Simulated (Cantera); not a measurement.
Feed: 1 mol AlN, 0.22 mol N₂, at 1952 °C and 13300 Pa.

Equilibrium computed with Cantera from the NASA thermochemical tables; the gas is ideal and each condensed phase is pure. Candidate condensed phases: Al, AlN; 5 gas species. Equilibrium is a limit: real reactors are often held back by kinetics, nucleation or transport.

**Question.** What is the equilibrium state?

**Answer.** 
| Quantity | Result |
|---|---|
| x(N₂) | 0.980 |
| x(Al) | 0.0196 |
| x(Al₂) | 5.42e-6 |
| n(AlN(s)) | 0.996 mol |
| gas amount | 0.2267 mol |
| log10 activity of Al(l) (absent) | -1.16 |
